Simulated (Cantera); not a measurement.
An adiabatic, constant-volume homogeneous reactor starts with CH4 : C2H6 : C3H8 : O2 : N2 = 1 : 0.039 : 1.4 : 4.57 : 42 (molar parts), equivalence ratio 2.0, at 1225 K and 9750 Torr.

Cantera simulation using GRI-Mech 3.0 (53 species, 325 reactions); the numbers are that mechanism's predictions, not measurements. GRI-Mech 3.0 was tuned for natural gas; its chemistry of propane as a main component is partial and can be far from experiment. The pressure lies above the range GRI-Mech 3.0 was tuned for (to about 10 atm).

Q: Predict: time of steepest temperature rise; temperature at 3.00 s; equilibrium temperature; x(CH4) at 3.00 s; x(HCO) at 3.00 s; x(O) at 3.00 s.

A: 
```
Item                                                                Result
---------------------------------  ---------------------------------------
time of steepest temperature rise                                  1.73 ms
temperature at 3.00 s                                               2116 K
equilibrium temperature                                             2116 K
x(CH4) at 3.00 s                   1.08e-8 (gas-phase equilibrium 1.19e-8)
x(HCO) at 3.00 s                   1.16e-7 (gas-phase equilibrium 1.16e-7)
x(O) at 3.00 s                     2.93e-8 (gas-phase equilibrium 2.93e-8)
```
